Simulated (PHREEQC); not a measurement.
Solution (25 °C): 2 mmol/kgw HF, 25 mmol/kgw Na2HPO4 and 0.34 mmol/kgw NaCl. Closed to the air; pH follows from the charge balance.

Model: ion-association model, wateq4f.dat, run in PHREEQC.

```tsv
quantity	before	after
pH	7.96	7.67
ionic strength (mol/kgw)	0.0715	0.0700
HPO4-2 (mol/kgw)	0.0221	0.0205
H2PO4- (mol/kgw)	0.00200	0.00370
NaHPO4- (mol/kgw)	0.000884	0.000825
NaF (mol/kgw)	3.47e-5	3.49e-5
SI of Halite (NaCl)	-6.56	-5.78
```

Question: Name the change that produced these shifts.
A) 0.0017 mol/kgw HCl added
B) diluted 100-fold with water
C) temperature from 25 to 60 °C
D) Na2HPO4 from 0.025 to 0.0225 mol/kgw
E) temperature from 25 to 20 °C

Answer: A, 0.0017 mol/kgw HCl added

This is a speciation only: nothing precipitates in the calculation. H3PO4, which wateq4f.dat lacks, is added to it with the constant of phreeqc.dat.
